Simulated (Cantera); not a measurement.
Standard-state values (1 bar) from the NASA 1993 polynomials, evaluated with Cantera. Values are per mole of reaction as written; species without (g) are pure solids or liquids, kept so even where they would boil at 1 bar.

2 LiCl + N2O(g) = 2 N(g) + Li2O + Cl2(g), with ΔH° = 1081.5 kJ and ΔS° = 229.0 J/K at 300 K.

Q: How far is the shortcut ΔG° ≈ ΔH°(300 K) − T·ΔS°(300 K) from the full temperature-dependent value at 1175, 1200, 1225, 1250, 1275, 1300, 1325, 1350, 1375, 1400 K?

A: 
```
T (K)  shortcut (kJ)  full (kJ)  difference (kJ)  difference in log10 K  condensed phases
-----  -------------  ---------  ---------------  ---------------------  ----------------
1175           812.5      831.2            -18.7                   0.83  LiCl(l), Li2O(s)
1200           806.8      826.9            -20.1                   0.88  LiCl(l), Li2O(s)
1225           801.1      822.7            -21.6                   0.92  LiCl(l), Li2O(s)
1250           795.3      818.4            -23.0                   0.96  LiCl(l), Li2O(s)
1275           789.6      814.1            -24.5                   1.00  LiCl(l), Li2O(s)
1300           783.9      809.9            -26.0                   1.04  LiCl(l), Li2O(s)
1325           778.2      805.6            -27.4                   1.08  LiCl(l), Li2O(s)
1350           772.4      801.3            -28.9                   1.12  LiCl(l), Li2O(s)
1375           766.7      797.1            -30.4                   1.15  LiCl(l), Li2O(s)
1400           761.0      792.8            -31.8                   1.19  LiCl(l), Li2O(s)
```
The shortcut ignores heat capacities and the phase changes listed.
